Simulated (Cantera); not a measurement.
Input (Python, Cantera) and output of one run.

```python
import numpy as np
import cantera as ct

gas_names = """
    Cu CuF CuF2 CuO Cu2 F FO FO2 F2 F2O H HF HOF HO2 H2 H2F2 H2O H2O2 H3F3 H4F4 H5F5 H6F6 H7F7 O OH O2
    O3
""".split()
cond_names = """
    Cu(cr) Cu(L) CuF2(s) CuF2(L) CuO(s) CuO2H2(s) Cu2O(s) Cu2O(L) H2O(s) H2O(L)
""".split()


# ... load() reads the species with a 1 bar reference pressure and builds the phases ...
atoms = {
    'CuF2': {'Cu': 1, 'F': 2},
    'H2O': {'H': 2, 'O': 1},
    'H2': {'H': 2},
}
top_T = {'CuO(s)': 1390}  # K; cautious upper limits of use, not melting points


# ... equilibrate(T, P, feed) seeds the gas with the atoms and calls Mixture.equilibrate('TP', solver="vcs", rtol=1e-11, max_steps=5000) ...
results = []
feed = {'CuF2': 1, 'H2O': 0.067, 'H2': 9.6}  # mol
T = 925  # K
P = 9700  # Pa
mix = equilibrate(T, P, feed)
results.append((T, P, feed, dict(zip(mix.species_names, mix.species_moles))))
x = sorted(zip(gas.X, gas.species_names), reverse=True)
print(f"T = {T:g} K  P = {P:g} Pa  gas = {mix.phase_moles(0):.4g} mol")
print("   x: " + "  ".join(f"{s} {v:.3e}" for v, s in x if v > 0.0001))
print("   condensed (mol): " + ("  ".join(f"{mix.phase(i).name} {mix.phase_moles(i):.4g}"
      for i in range(1, mix.n_phases) if mix.phase_moles(i) > 1e-12) or "none"))
```

It prints:

```
T = 925 K  P = 9700 Pa  gas = 10.67 mol
   x: H2 8.062e-01  HF 1.875e-01  H2O 6.281e-03
   condensed (mol): Cu(cr) 1
```

Cantera equilibrium calculation (NASA polynomials, part measured and part estimated; ideal gas, pure solids and liquids).
